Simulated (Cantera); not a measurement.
A closed system holds: 1 mol Si, 3.7 mol HCl, 8 mol H₂, 0.63 mol Cl₂, held at 475 °C and 17000 Pa.

Method: chemical equilibrium by Gibbs-energy minimisation in Cantera with the NASA 1993 tables (ideal gas, pure condensed phases). Candidate condensed phases: Si; 19 gas species. The numbers say what is thermodynamically allowed, not how fast it happens.

Base state: H₂ 0.827, SiCl₄ 0.0879, HCl 0.0851, SiHCl₃ 0.000375 (mole fractions); condensed: gas only.

What changes in the equilibrium state with this change: HCl from 3.7 to 1.4 mol?


| species | before | after |
|---|---|---|
| H₂ | 0.827 | 0.921 |
| SiCl₄ | 0.0879 | 0.0524 |
| SiHCl₃ | 0.000375 | 0.0245 |
| HCl | 0.0851 | 0.000866 |
| SiH₂Cl₂ | 1.17e-7 | 0.000837 |
| SiCl₃ | 2.25e-7 | 1.40e-5 |
| Si(s), mol | 0 | 0.276 |
The tables' values for SiCl₃ are old estimates; treat these amounts as uncertain.
